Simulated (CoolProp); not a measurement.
A Linde-Hampson liquefier for normal hydrogen: isothermal reversible compression at 300 K from 1 atm to 25 MPa, throttling to 1 atm, return gas leaving the recuperator 10 K below the feed. Each further row changes one setting.

Computed with CoolProp (reference Helmholtz-energy equation of state, Leachman 2009).

```csv
case,compression work (kJ/kg of gas)
as stated,7000
high pressure 50 MPa,8050
warm-end temperature 330 K,7690
warm-end gap 15 K,7000
```
